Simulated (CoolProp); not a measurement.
Carbon monoxide at 495 K and 2.38 MPa is throttled through a valve to 0.369 MPa with no heat exchange. Each further row changes one setting.

Model: reference Helmholtz-energy equation of state, Lemmon 2006, in CoolProp. It is a short technical equation, of lower accuracy than the large ones.

```
case                       temperature change (K)  final density (kg/m³)
-------------------------  ----------------------  ---------------------
as stated                                    -1.1                   2.51
outlet pressure 0.111 MPa                    -1.2                  0.757
outlet pressure 0.48 MPa                     -1.0                   3.27
```
